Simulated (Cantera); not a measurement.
Input: 1 mol Si2H6, 0.12 mol H2O, 0.13 mol H2, at 1600 °C and 13300 Pa.

These are equilibrium values from Cantera (NASA tables, ideal gas, pure condensed phases), not measurements of a reactor. Candidate condensed phases: H2O, Si, SiO2; 18 gas species. The feed counts by its element totals alone. Gases not in the tables: Si2H6 and higher silanes. The numbers say what is thermodynamically allowed, not how fast it happens.

Base state: H2 0.963, SiO 0.0356, H 0.00174, Si 6.63e-5, SiH2 4.73e-5, SiH 2.21e-5 (mole fractions); condensed: Si(l).

Q: What changes in the equilibrium state with this change: H2O from 0.12 to 1.1 mol?

A: 
```csv
species,before,after
H2,0.963,0.792
SiO,0.0356,0.206
H,0.00174,0.00157
H2O,4.49e-6,2.14e-5
SiH2,4.73e-5,3.89e-5
SiH,2.21e-5,2.01e-5
"Si(l), mol",1.88,0.899
```
